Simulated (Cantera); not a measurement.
Input: 1 mol C2H5OH, a varied amount of H2O, 0.97 mol H2, at 1.40 bar.

Equilibrium computed with Cantera from the NASA thermochemical tables; the gas is ideal and each condensed phase is pure. Candidate condensed phases: C, C6H6, C7H8, C8H18, H2O; 110 gas species. The numbers say what is thermodynamically allowed, not how fast it happens.

Stable condensed phases, one row left out:

```
T in K \ n(H2O) in mol
         0.37 0.76  1.1  1.5  1.9  2.3  2.7  3.1  3.5
   2798     A    B    B    B    B    B    B    B    B
   2598     A    A    B    B    B    B    B    B    B
   2398     A    A    B    B    B    B    B    B    B
   2198     A    A    B    B    B    B    B    B    B
   1998     A    A    B    B    B    B    B    B    B
   1798     A    A    B    B    B    B    B    B    B
   1598     A    A    B    B    B    B    B    B    B
   1398     A    A    B    B    B    B    B    B    B
    998     A    A    A    B    B    B    B    B    B
```

A: C; B: gas only.

Task: Give the row for 1198 K.

Result: 0.37: C; 0.76: C; 1.1: gas only; 1.5: gas only; 1.9: gas only; 2.3: gas only; 2.7: gas only; 3.1: gas only; 3.5: gas only.
